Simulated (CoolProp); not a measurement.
Vapour-liquid equilibrium of n-hexane (1) + hexamethyldisiloxane (MM) (2) at 440.9 K; x and y are mole fractions of (1).

Computed with CoolProp (multi-fluid Helmholtz-energy mixture model, Thol 2019 and Thol 2016; pair parameters Bell 2016).

| x | bubble pressure, mixture model (kPa) | bubble pressure, Raoult's law (kPa) | y, mixture model | y, Raoult's law |
|---|---|---|---|---|
| 0.05 | 527.6 | 533.9 | 0.079 | 0.098 |
| 0.15 | 569.2 | 588.3 | 0.221 | 0.268 |
| 0.25 | 611.8 | 642.7 | 0.349 | 0.409 |
| 0.35 | 656.6 | 697.0 | 0.466 | 0.527 |
| 0.45 | 704.6 | 751.4 | 0.573 | 0.629 |
| 0.55 | 756.7 | 805.7 | 0.672 | 0.717 |
| 0.65 | 813.6 | 860.1 | 0.762 | 0.794 |
| 0.75 | 875.5 | 914.4 | 0.842 | 0.861 |
| 0.85 | 942.4 | 968.8 | 0.913 | 0.922 |
| 0.95 | 1014 | 1023 | 0.974 | 0.975 |

The largest gap from Raoult's law is -6.2 % in bubble pressure, at x = 0.45. No azeotrope shows between x = 0.05 and 0.95.

The pair parameters rest on a limited set of measurements; away from them the model extrapolates.
